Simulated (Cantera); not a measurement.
Cantera run:

```python
import numpy as np
import cantera as ct

gas_names = """
    C CH CH2 CH3 CH2OH CH3O CH4 CH3OH CO CO2 COOH C2 C2H CHCO,ketyl C2H2,acetylene C2H2,vinylidene
    CH2CO,ketene C2H3,vinyl CH3CO,acetyl C2H4 C2H4O,ethylen CH3CHO,ethanal CH3COOH (HCOOH)2 C2H5 C2H6
    CH3OCH3 C2H5OH C2O C3 C3H3,propargyl C3H4,allene C3H4,propyne C3H4,cyclo- C3H5,allyl C3H6,propylene
    C3H6,cyclo- C3H6O C3H7,n-propyl C3H7,i-propyl C3H8 C3H8O,1propanol C3H8O,2propanol C3O2 C4 C4H2
    C4H4,1,3-cyclo- C4H6,butadiene C4H6,2-butyne C4H6,cyclo- C4H8,1-butene C4H8,cis2-buten
    C4H8,tr2-butene C4H8,isobutene C4H8,cyclo- (CH3COOH)2 C4H9,n-butyl C4H9,i-butyl C4H9,s-butyl
    C4H9,t-butyl C4H10,isobutane C4H10,n-butane C5 C5H6,1,3cyclo- C5H8,cyclo- C5H10,1-pentene
    C5H10,cyclo- C5H11,pentyl C5H11,t-pentyl C5H12,n-pentane C5H12,i-pentane CH3C(CH3)2CH3 C6H2
    C6H5,phenyl C6H5O,phenoxy C6H6 C6H5OH,phenol C6H10,cyclo- C6H12,1-hexene C6H12,cyclo- C6H13,n-hexyl
    C7H7,benzyl C7H8 C7H8O,cresol C7H14,1-heptene C7H15,n-heptyl C7H16,n-heptane C8H8,styrene
    C8H10,ethylbenz C8H16,1-octene C8H17,n-octyl C8H18,isooctane C8H18,n-octane C9H19,n-nonyl
    C10H8,naphthale C10H21,n-decyl C12H9,o-bipheny C12H10,bipheny Cu CuO Cu2 H HCO HO2 H2
    HCHO,formaldehy HCOOH H2O H2O2 O OH O2 O3
""".split()
cond_names = """
    C(gr) C6H6(L) C7H8(L) C8H18(L),n-octa Cu(cr) Cu(L) CuO(s) CuO2H2(s) Cu2O(s) Cu2O(L) H2O(s) H2O(L)
""".split()


def load(file, names, dense=False):
    # The tables refer to 1 bar. Condensed volumes are neglected.
    table = {s.name: s for s in ct.Species.list_from_file(file)}
    out = []
    for n in names:
        d = dict(table[n].input_data)
        d["thermo"] = dict(d["thermo"], **{"reference-pressure": 1e5})
        if dense:
            d["equation-of-state"] = {"model": "constant-volume", "density": "1e6 g/cm^3"}
        out.append(ct.Species.from_dict(d))
    return out


gas = ct.Solution(thermo="ideal-gas", species=load("nasa_gas.yaml", gas_names))
cond = {s.name: ct.Solution(thermo="fixed-stoichiometry", species=[s], name=s.name)
        for s in load("nasa_condensed.yaml", cond_names, dense=True)}
atoms = {
    'CuO': {'Cu': 1, 'O': 1},
    'CH4': {'C': 1, 'H': 4},
    'H2': {'H': 2},
}
top_T = {'C(gr)': 4500, 'CuO(s)': 1390}  # K; cautious upper limits of use, not melting points


def equilibrate(T, P, feed):
    n = {}
    for name, mol in feed.items():
        for a, k in atoms[name].items():
            n[a] = n.get(a, 0.0) + k * mol
    gas.TPX = T, P, n
    mass = sum(n.values()) * gas.mean_molecular_weight
    gas.equilibrate("TP")
    valid = [c for c in cond.values() if c.min_temp <= T <= top_T.get(c.name, c.max_temp)]
    mix = ct.Mixture([(gas, mass / gas.mean_molecular_weight)] + [(c, 0.0) for c in valid])
    mix.T, mix.P = T, P
    mix.equilibrate("TP", solver="vcs", rtol=1e-11, max_steps=5000)
    return mix


results = []
feed = {'CuO': 1, 'CH4': 0.47, 'H2': 4.4}  # mol
T = 2398.15  # K
P = 10000  # Pa
mix = equilibrate(T, P, feed)
results.append((T, P, feed, dict(zip(mix.species_names, mix.species_moles))))
print(gas.report(threshold=0.001))
for i in range(1, mix.n_phases):
    print(f"{mix.phase(i).name:16s} {mix.phase_moles(i):12.5e} mol")
```

Result:

```
       temperature   2398.2 K
          pressure   10000 Pa
           density   0.0069209 kg/m^3
  mean mol. weight   13.8 kg/kmol
   phase of matter   gas

                          1 kg             1 kmol
                     ---------------   ---------------
          enthalpy         7.011e+06         9.675e+07  J
   internal energy        5.5661e+06        7.6811e+07  J
           entropy             16977        2.3428e+05  J/K
    Gibbs function       -3.3703e+07        -4.651e+08  J
 heat capacity c_p            2503.6             34550  J/K
 heat capacity c_v            1901.1             26235  J/K

                      mass frac. Y      mole frac. X     chem. pot. / RT
                     ---------------   ---------------   ---------------
                CO           0.13468          0.066355           -38.895
               CO2          0.003947         0.0012376           -61.454
                Cu           0.65968           0.14326           -10.349
                 H         0.0029877          0.040903           -11.386
                H2          0.098316           0.67299           -22.773
               H2O          0.096756          0.074117           -45.331
     [ +107 minor]         0.0036312          0.001142

C(gr)             0.00000e+00 mol
Cu(L)             0.00000e+00 mol
Cu2O(L)           0.00000e+00 mol
```

Cantera equilibrium calculation (NASA polynomials, part measured and part estimated; ideal gas, pure solids and liquids).
